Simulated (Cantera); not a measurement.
## Gas-phase reforming

A perfectly stirred reactor is fed with CH4 : CO2 : H2 = 1 : 1.4 : 0.21 (molar parts), at 0.420 bar; it is held at 1948 K, and followed from long to short residence time.

Model: GRI-Mech 3.0 (53 species, 325 reactions), integrated in Cantera.

```csv
τ (s),x CH4,x CO2,x H2,x CH2CO,x HO2,x CH3,x H
0.79,0.00461,0.0250,0.388,6.03e-6,2.65e-12,0.000247,0.00105
0.31,0.00744,0.0317,0.367,1.41e-5,3.99e-12,0.000406,0.00101
0.12,0.0116,0.0434,0.336,3.10e-5,6.75e-12,0.000647,0.000949
0.050,0.0173,0.0611,0.301,5.86e-5,1.13e-11,0.000976,0.000867
0.020,0.0265,0.0913,0.263,9.88e-5,1.81e-11,0.00149,0.000760
0.0079,0.0436,0.143,0.236,0.000131,2.48e-11,0.00229,0.000648
0.0031,0.0769,0.226,0.232,0.000120,2.66e-11,0.00352,0.000563
0.0012,0.134,0.332,0.234,7.25e-5,2.23e-11,0.00521,0.000494
0.00050,0.203,0.421,0.211,3.23e-5,1.56e-11,0.00693,0.000408
0.00020,0.280,0.485,0.159,8.51e-6,9.67e-12,0.00822,0.000288
```
x: mole fraction; the columns are a selection and need not sum to one.
